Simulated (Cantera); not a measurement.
Input: 1 mol V, 0.22 mol N2, 15 mol H2, equilibrated at 1475 K and 910 Pa.

Equilibrium computed with Cantera from the NASA thermochemical tables; the gas is ideal and each condensed phase is pure. Candidate condensed phases: V, VN; 11 gas species. Mutual solubility and eutectic melting of coexisting phases are not modelled. VN: taken at fixed stoichiometry. Condensed phases not in the tables: V2N, N, O or C dissolved in the metal. Kinetics and transport are ignored.

**Question.** What is the equilibrium state?

**Answer.** 
```json
{
  "x(H2)": "1.000",
  "x(H)": "0.000136",
  "x(N2)": "2.86e-5",
  "n(V(s))": "0.561 mol",
  "n(VN(s))": "0.439 mol",
  "gas_amount": "15.00 mol"
}
```
